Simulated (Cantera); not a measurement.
# Reactions in the system H-N-O-P

Source: NASA polynomial tables (part measured, part estimated), evaluated in Cantera. Values are per mole of reaction as written; species without (g) are pure solids or liquids, kept so even where they would boil at 1 bar.

P4O10 + 12 OH(g) + 11 N(g) = 4 PH3(g) + 11 NO2(g)

```tsv
T (K)	ΔH° (kJ)	ΔS° (J/K)	ΔG° (kJ)	log10 K
400	-2287.9	-706.7	-2005.3	261.86
425	-2293.7	-720.6	-1987.4	244.26
450	-2299.3	-733.5	-1969.2	228.58
475	-2304.9	-745.5	-1950.8	214.52
500	-2310.4	-756.8	-1932.0	201.83
525	-2315.8	-767.3	-1912.9	190.32
550	-2321.1	-777.1	-1893.6	179.84
575	-2326.3	-786.4	-1874.1	170.24
600	-2331.4	-795.2	-1854.3	161.43
625	-2336.5	-803.5	-1834.3	153.30
```
